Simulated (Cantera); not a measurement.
Cantera run:

```python
import numpy as np
import cantera as ct

gas_names = [...]  # 95 gases of nasa_gas.yaml made of C, F, H
cond_names = """
    C(gr) C6H6(L) C7H8(L) C8H18(L),n-octa
""".split()


# ... load() reads the species with a 1 bar reference pressure and builds the phases ...
atoms = {
    'CH2F2': {'C': 1, 'H': 2, 'F': 2},
    'F2': {'F': 2},
    'H2': {'H': 2},
}
top_T = {'C(gr)': 4500}  # K; cautious upper limits of use, not melting points


# ... equilibrate(T, P, feed) seeds the gas with the atoms and calls Mixture.equilibrate('TP', solver="vcs", rtol=1e-11, max_steps=5000) ...
results = []
feed = {'CH2F2': 1, 'F2': 1.6, 'H2': 0.77}  # mol
T = 2925  # K
P = 1700  # Pa
mix = equilibrate(T, P, feed)
results.append((T, P, feed, dict(zip(mix.species_names, mix.species_moles))))
print(gas.report(threshold=1e-05))
for i in range(1, mix.n_phases):
    print(f"{mix.phase(i).name:16s} {mix.phase_moles(i):12.5e} mol")
```

Output:

```
       temperature   2925 K
          pressure   1700 Pa
           density   0.0014174 kg/m^3
  mean mol. weight   20.277 kg/kmol
   phase of matter   gas

                          1 kg             1 kmol
                     ---------------   ---------------
          enthalpy       -3.1532e+06       -6.3937e+07  J
   internal energy       -4.3526e+06       -8.8257e+07  J
           entropy             13728        2.7835e+05  J/K
    Gibbs function       -4.3307e+07       -8.7812e+08  J
 heat capacity c_p            1588.2             32203  J/K
 heat capacity c_v            1178.1             23889  J/K

                      mass frac. Y      mole frac. X     chem. pot. / RT
                     ---------------   ---------------   ---------------
                 C        0.00084933         0.0014338           -3.6374
                CF          0.041822          0.027347           -28.446
               CF2          0.028485           0.01155           -53.255
               CF3        4.0339e-05        1.1853e-05           -78.064
                C2        0.00095761        0.00080832           -7.2749
               C2H        0.00011093        8.9862e-05           -24.091
              C2HF        4.0404e-05        1.8608e-05             -48.9
                C3          0.014352         0.0080763           -10.912
                C4        5.1921e-05        2.1913e-05            -14.55
                C5        0.00034678        0.00011709           -18.187
                 F           0.25992           0.27741           -24.809
                 H        0.00058346          0.011737           -16.817
                HF           0.65239           0.66121           -41.625
                H2        1.4976e-05        0.00015063           -33.633
     [  +81 minor]        2.9873e-05        1.4944e-05

C(gr)             6.47216e-01 mol
```

Equilibrium computed with Cantera from the NASA thermochemical tables; the gas is ideal and each condensed phase is pure.
